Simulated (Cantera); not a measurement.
Feed: 1 mol C6H6, 1.6 mol H2O, 4.6 mol H2, equilibrated at 75.0 Torr.

Equilibrium computed with Cantera from the NASA thermochemical tables; the gas is ideal and each condensed phase is pure. Candidate condensed phases: C, C6H6, C7H8, C8H18, H2O; 110 gas species. Rates play no part.

x: gas mole fraction; n: condensed amount in mol.

```tsv
T (K)	x H2	x CO	x H	x C2H2 (acetylene)	x C2H	n C(graphite)
1975	0.848	0.148	0.00398	0.000550	4.44e-8	4.39
2025	0.846	0.148	…	…	…	4.38
2075	0.844	0.148	0.00774	0.00105	2.30e-7	4.38
2125	0.841	0.147	0.0105	0.00141	4.92e-7	4.37
2175	0.837	0.147	0.0141	0.00187	1.02e-6	4.36
2225	0.832	0.147	0.0187	0.00244	2.03e-6	4.35
2275	0.826	0.146	…	…	…	4.33
2325	0.819	0.146	0.0315	0.00400	7.40e-6	4.31
2375	0.810	0.145	0.0401	0.00503	1.35e-5	4.29
2425	0.799	0.144	0.0506	0.00624	2.41e-5	4.26
2475	0.786	0.143	0.0631	0.00764	4.17e-5	4.23
2525	0.770	0.142	0.0778	0.00925	7.07e-5	4.19
```

Q: Some entries are withheld; supply them.

A: 
- 2025, x H: 0.00560
- 2025, x C2H2 (acetylene): 0.000765
- 2025, x C2H: 1.03e-7
- 2275, x H: 0.0244
- 2275, x C2H2 (acetylene): 0.00315
- 2275, x C2H: 3.94e-6
